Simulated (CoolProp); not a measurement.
A simple Rankine cycle with c-C4F8 (RC318): condensing at 293.15 K, boiler at 1.31 MPa, turbine inlet 367 K, turbine efficiency 0.85, pump efficiency 0.8, no recuperator. Each further row changes one setting.

Model: reference Helmholtz-energy equation of state, Platzer 1990, in CoolProp. This equation is an older, rougher fit; its heat capacities, sound speeds and derivatives of the liquid may be far off and weren't checked against measurements.

| case | thermal efficiency (%) | net work (kJ/kg) | heat in (kJ/kg) | turbine exit temperature (K) | volume ratio over the turbine |
|---|---|---|---|---|---|
| as stated | 10.3 | 16.3 | 158 | … | 5.57 |
| turbine inlet 387 K | 10.1 | 17.9 | 178 | 356.5 | 5.32 |
| condensing temperature 285.15 K | 11.6 | 19.3 | … | 330.9 | … |
| boiler pressure 0.917 MPa | 8.3 | … | 163 | 344.3 | 3.63 |
| turbine efficiency 0.75 | 9.1 | 14.3 | 158 | 337.5 | … |

Question: Some entries are withheld; supply them.

Answer: 
- as stated, turbine exit temperature (K): 335.2
- condensing temperature 285.15 K, heat in (kJ/kg): 166
- condensing temperature 285.15 K, volume ratio over the turbine: 7.32
- boiler pressure 0.917 MPa, net work (kJ/kg): 13.5
- turbine efficiency 0.75, volume ratio over the turbine: 5.62
